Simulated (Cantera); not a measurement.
Charge: 1 mol BaF2, 0.061 mol HF, 89 mol H2, at 1073.15 K and 10.0 Pa.

Cantera equilibrium calculation (NASA polynomials, part measured and part estimated; ideal gas, pure solids and liquids). Candidate condensed phases: Ba, BaF2; 14 gas species. The numbers say what is thermodynamically allowed, not how fast it happens.

Base state: H2 0.999, HF 0.000685 (mole fractions); condensed: BaF2(s).

What changes in the equilibrium state with this change: temperature from 1073.15 K to 2000 K?


| species | before | after |
|---|---|---|
| H2 | 0.999 | 0.829 |
| H | 1.41e-6 | 0.148 |
| HF | 0.000685 | 0.0124 |
| BaF | 9.43e-9 | 0.00697 |
| Ba | <1e-9 | 0.00239 |
| BaF2 | 2.23e-6 | 0.000850 |
| BaF2(s), mol | 1.000 | 0 |
